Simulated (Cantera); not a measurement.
A closed system holds: 1 mol SiCl4, 4.8 mol N2, equilibrated at 1225 K and 1330 Pa.

Method: chemical equilibrium by Gibbs-energy minimisation in Cantera with the NASA 1993 tables (ideal gas, pure condensed phases). Candidate condensed phases: Si, Si3N4; 13 gas species. The tables' values for SiCl3 are old estimates; treat these amounts as uncertain. Equilibrium is a limit: real reactors are often held back by kinetics, nucleation or transport.

Problem. What is the equilibrium state?

Solution. 
```
Item                                  Value
--------------------------------  ---------
x(N2)                                 0.827
x(SiCl4)                              0.172
x(SiCl3)                           0.000146
x(Cl)                              0.000135
x(Cl2)                              6.54e-6
gas amount                        5.801 mol
log10 activity of Si(s) (absent)      -9.92
```
